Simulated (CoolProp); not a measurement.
Properties of R125 along the isobar 20.1 MPa (Tc = 339.2 K, pc = 3.618 MPa, ω = 0.305).

Values from CoolProp's reference Helmholtz-energy equation of state, Lemmon 2005.

```tsv
T (K)	phase	Z	cp (kJ/(kg K))	fugacity coefficient
197.7	liquid	0.8897	1.041	0.002550
216.4	liquid	0.8407	1.064	0.007332
235.2	liquid	0.8016	1.089	0.01717
253.9	liquid	0.7711	1.115	0.03412
272.7	liquid	0.7475	1.143	0.06008
291.5	liquid	0.7304	1.172	0.09587
310.2	liquid	0.7193	1.202	0.1411
329	liquid	0.7141	1.233	0.1952
347.7	supercritical	0.7148	1.265	0.2557
366.5	supercritical	0.7216	1.295	0.3212
385.3	supercritical	0.7347	1.321	0.3887
404	supercritical	0.7537	1.341	0.4558
422.8	supercritical	0.7779	1.351	0.5211
```
